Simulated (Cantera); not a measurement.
An isothermal, constant-pressure homogeneous reactor starts with 6.47 % H₂, 7.79 % O₂, 85.7 % N₂, equivalence ratio 0.41, at 1275 K and 0.987 atm.

Cantera simulation using GRI-Mech 3.0 (53 species, 325 reactions); the numbers are that mechanism's predictions, not measurements. The temperature is held fixed by assumption; the heat of reaction is taken as removed at once.

x: mole fraction; the columns are a selection and need not sum to one.

```csv
t (s),x H₂,x O₂,x HO₂,x OH,x NO₂
8.00e-6,0.0647,0.0779,1.20e-8,3.01e-9,<1e-12
3.76e-5,0.0647,0.0779,1.31e-6,1.84e-6,<1e-12
0.000177,(withheld),0.0472,(withheld),(withheld),(withheld)
0.000833,6.40e-5,0.0471,3.96e-6,0.000183,5.53e-8
0.00392,2.86e-6,0.0471,3.21e-7,4.87e-5,8.88e-8
0.0184,2.75e-7,0.0471,4.33e-8,1.79e-5,5.29e-8
0.0868,4.96e-8,0.0471,1.11e-8,7.89e-6,2.80e-8
0.408,(withheld),0.0471,7.89e-9,4.69e-6,3.02e-8
1.92,1.72e-8,0.0471,7.84e-9,4.42e-6,3.18e-8
9.04,1.71e-8,0.0471,7.84e-9,4.41e-6,3.19e-8
42.5,1.71e-8,0.0471,7.84e-9,4.41e-6,3.19e-8
200,1.71e-8,0.0471,7.84e-9,4.41e-6,3.19e-8
```

Some entries are withheld; supply them.


- 0.000177, x H₂: 0.00199
- 0.000177, x HO₂: 2.24e-5
- 0.000177, x OH: 0.00134
- 0.000177, x NO₂: 3.56e-9
- 0.408, x H₂: 1.88e-8
